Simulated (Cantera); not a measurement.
Input: 1 mol SiH4, 7 mol NH3, 30 mol N2, equilibrated at 1875 K and 36.0 mbar.

These are equilibrium values from Cantera (NASA tables, ideal gas, pure condensed phases), not measurements of a reactor. Candidate condensed phases: Si, Si3N4; 18 gas species. The tables' values for SiN are old estimates; treat these amounts as uncertain. Gases not in the tables: Si2H6 and higher silanes. Equilibrium is a limit: real reactors are often held back by kinetics, nucleation or transport.

Q: What is the equilibrium state?

A: 
| Item | Result |
|---|---|
| x(N2) | 0.727 |
| x(H2) | 0.270 |
| x(H) | 0.00180 |
| x(Si) | 0.000252 |
| x(SiH) | 2.30e-5 |
| x(Si2N) | 2.16e-5 |
| x(SiN) | 1.46e-5 |
| x(SiH2) | 1.34e-5 |
| x(Si2) | 1.89e-6 |
| n(Si(l)) | 0.984 mol |
| gas amount | 46.05 mol |
